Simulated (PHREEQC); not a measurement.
Dissolve 0.07 mol/kgw CuSO4, 0.00051 mol/kgw HBF4 and 0.063 mol/kgw Na2SO4 at 70 °C. Closed to the air; pH follows from the charge balance.

The numbers come from PHREEQC with the ion-association model, phreeqc.dat.

Q: The ionic strength comes out as 0.287 mol/kgw. What activity coefficients do HF2-, NaSO4-, Cu2(OH)2+2, BF2(OH)2-, CuF+ get?

A: HF2- 0.71, NaSO4- 0.70, Cu2(OH)2+2 0.26, BF2(OH)2- 0.71, CuF+ 0.71.

Precipitation was switched off in this run. Away from 25 °C the constants follow the database's enthalpies or fits; those with neither stay at their 25 °C values. Real BF4- forms and hydrolyses slowly; the run takes it at equilibrium.
